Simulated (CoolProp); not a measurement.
Vapour pressure (MPa) of m-xylene: the reference equation beside estimates from Tc = 343.7 °C, pc = 3.535 MPa, ω = 0.326.

Model: reference Helmholtz-energy equation of state, Zhou 2012, in CoolProp.

```
T (°C)  reference  Soave-Redlich-Kwong  Peng-Robinson
------  ---------  -------------------  -------------
39.65    0.002489             0.002343       0.002540
46.85    0.003573             0.003381       0.003632
53.95    0.005012             0.004763       0.005075
61.15    0.006940             0.006627       0.007008
68.25    0.009417             0.009030       0.009484
75.35     0.01259              0.01212        0.01265
82.55     0.01666              0.01611        0.01672
89.65     0.02169              0.02106        0.02173
96.85     0.02799              0.02728        0.02801
```

Absolute difference from the reference over all 9 rows, mean and median: Soave-Redlich-Kwong 4.1 and 4.1 %, Peng-Robinson 0.9 and 0.7 %.
